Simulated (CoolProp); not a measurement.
R125 along the isobar 2430 kPa: density (kg/m³) from the reference equation and from simpler models built on Tc = 339.2 K, pc = 3618 kPa, ω = 0.305; each cubic takes its own stable root.

Computed with CoolProp (reference Helmholtz-energy equation of state, Lemmon 2005).

```tsv
T (K)	phase	reference
209.4	liquid	1575
229.2	liquid	1507
249	liquid	1433
268.8	liquid	1352
288.6	liquid	1258
308.5	liquid	1137
328.3	gas	164.3
348.1	gas	134.8
367.9	gas	118.3
387.8	gas	106.9
407.6	gas	98.29
427.4	gas	91.38
447.2	gas	85.63
467.1	gas	80.72
```

Problem. How far does each simpler model (Redlich-Kwong, Soave-Redlich-Kwong) lie from the reference over these 14 states: mean and median of the absolute difference, and the worst?

Solution. 
- Redlich-Kwong: mean 7.2 %, median 2.6 %, worst -19.8 % at 308.5 K and 2430 kPa
- Soave-Redlich-Kwong: mean 4.9 %, median 1.4 %, worst -14.6 % at 308.5 K and 2430 kPa
